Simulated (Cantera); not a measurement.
An adiabatic, constant-pressure homogeneous reactor starts with CH₄ : O₂ : N₂ = 1 : 3.64 : 13.7 (molar parts), equivalence ratio 0.55, at 1698 K and 1580 Torr. Integrator tolerance rtol = 1e-08.

Detailed kinetics in Cantera: GRI-Mech 3.0 (53 species, 325 reactions).

Q: What does this change do: pressure from 1580 Torr to 3750 Torr?

A: 
| quantity | before | after |
|---|---|---|
| time of steepest temperature rise | 0.108 ms | 52.7 µs |
| temperature at 2.00 s | 2610 K | 2641 K |
| equilibrium temperature | 2610 K | 2641 K |
| x(CH₄) at 2.00 s | <1e-12 (gas-phase equilibrium <1e-12) | <1e-12 (gas-phase equilibrium <1e-12) |
| x(O₂) at 2.00 s | 0.0797 (gas-phase equilibrium 0.0797) | 0.0793 (gas-phase equilibrium 0.0793) |
| x(H₂) at 2.00 s | 0.00239 (gas-phase equilibrium 0.00239) | 0.00182 (gas-phase equilibrium 0.00182) |
| x(CH₂) at 2.00 s | <1e-12 (gas-phase equilibrium <1e-12) | <1e-12 (gas-phase equilibrium <1e-12) |
| x(HCN) at 2.00 s | 3.27e-11 (gas-phase equilibrium 3.27e-11) | 3.97e-11 (gas-phase equilibrium 3.97e-11) |
| x(N₂O) at 2.00 s | 1.28e-6 (gas-phase equilibrium 1.28e-6) | 2.07e-6 (gas-phase equilibrium 2.07e-6) |
| x(CO) at 2.00 s | 0.00736 (gas-phase equilibrium 0.00736) | 0.00577 (gas-phase equilibrium 0.00577) |

Q: What does this change do: pressure from 1580 Torr to 760 Torr?

A: 
```json
[
 {"quantity": "time of steepest temperature rise", "before": "0.108 ms", "after": "0.202 ms"},
 {"quantity": "temperature at 2.00 s", "before": "2610 K", "after": "2580 K"},
 {"quantity": "equilibrium temperature", "before": "2610 K", "after": "2580 K"},
 {"quantity": "x(CH₄) at 2.00 s", "before": "<1e-12 (gas-phase equilibrium <1e-12)", "after": "<1e-12 (gas-phase equilibrium <1e-12)"},
 {"quantity": "x(O₂) at 2.00 s", "before": "0.0797 (gas-phase equilibrium 0.0797)", "after": "0.0801 (gas-phase equilibrium 0.0801)"},
 {"quantity": "x(H₂) at 2.00 s", "before": "0.00239 (gas-phase equilibrium 0.00239)", "after": "0.00295 (gas-phase equilibrium 0.00295)"},
 {"quantity": "x(CH₂) at 2.00 s", "before": "<1e-12 (gas-phase equilibrium <1e-12)", "after": "<1e-12 (gas-phase equilibrium <1e-12)"},
 {"quantity": "x(HCN) at 2.00 s", "before": "3.27e-11 (gas-phase equilibrium 3.27e-11)", "after": "2.63e-11 (gas-phase equilibrium 2.63e-11)"},
 {"quantity": "x(N₂O) at 2.00 s", "before": "1.28e-6 (gas-phase equilibrium 1.28e-6)", "after": "8.45e-7 (gas-phase equilibrium 8.45e-7)"},
 {"quantity": "x(CO) at 2.00 s", "before": "0.00736 (gas-phase equilibrium 0.00736)", "after": "0.00881 (gas-phase equilibrium 0.00881)"}
]
```
